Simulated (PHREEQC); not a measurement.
A made-up water analysis in mg/L, 10 °C, pH 5.76, pe 12.3:

| constituent | mg/L |
|---|---|
| Na | 2.65 |
| K | 16.1 |
| Ca | 23.3 |
| Mg | 2.27 |
| Cl | 9.99 |
| S(6) as SO4 | 36.8 |
| Alkalinity as HCO3 | 49.7 |
| F | 1.07 |
| N(5) as NO3 | 0.0481 |
| Cd | 0.343 |

Na is adjusted to close the charge balance.
Valence states are taken as typed.

Model: ion-association model, phreeqc.dat, run in PHREEQC.

```
Item                            Value
--------------------  ---------------
ionic strength        0.00288 mol/kgw
specific conductance        149 µS/cm
```

| species | molality | activity | log γ |
|---|---|---|---|
| CO2 | 0.00388 | 0.00388 | 0.000 |
| HCO3- | 0.000812 | 0.000768 | -0.024 |
| Ca+2 | 0.000558 | 0.000445 | -0.098 |
| K+ | 0.000411 | 0.000388 | -0.025 |
| SO4-2 | 0.000359 | 0.000286 | -0.098 |
| Cl- | 0.000282 | 0.000266 | -0.025 |
| Na+ | 0.000152 | 0.000144 | -0.025 |
| Mg+2 | 8.93e-5 | 7.15e-5 | -0.097 |

This is a speciation only: nothing precipitates in the calculation. At this temperature some constants are extrapolated from 25 °C, and those without enthalpy data are left unchanged.
